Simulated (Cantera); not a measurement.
Input: 1 mol CuO, 2.7 mol C, 5.3 mol H₂, held at 2425 K and 101000 Pa.

Equilibrium computed with Cantera from the NASA thermochemical tables; the gas is ideal and each condensed phase is pure. Candidate condensed phases: C, C₆H₆, C₇H₈, C₈H₁₈, Cu, CuO, Cu(OH)₂, Cu₂O, H₂O; 113 gas species. Kinetics and transport are ignored.

Base state: H₂ 0.729, CO 0.140, Cu 0.108, H 0.0152, C₂H₂ (acetylene) 0.00569, Cu₂ 0.00143, CH₄ 9.17e-5, CH₃ 3.49e-5 (mole fractions); condensed: C(graphite) + Cu(l).

Q: What changes in the equilibrium state with this change: C from 2.7 to 0.88 mol?

A: 
```json
[
 {"species": "H₂", "before": "0.729", "after": "0.733"},
 {"species": "CO", "before": "0.140", "after": "0.125"},
 {"species": "Cu", "before": "0.108", "after": "0.108"},
 {"species": "H₂O", "before": "3.05e-6", "after": "0.0166"},
 {"species": "C₂H₂ (acetylene)", "before": "0.00569", "after": "<1e-9"},
 {"species": "H", "before": "0.0152", "after": "0.0152"},
 {"species": "C₄H₂", "before": "1.83e-5", "after": "<1e-9"},
 {"species": "CH₃", "before": "3.49e-5", "after": "5.80e-9"},
 {"species": "CH₄", "before": "9.17e-5", "after": "1.53e-8"},
 {"species": "C(graphite), mol", "before": "1.62", "after": "0"},
 {"species": "Cu(l), mol", "before": "0.209", "after": "0.224"}
]
```
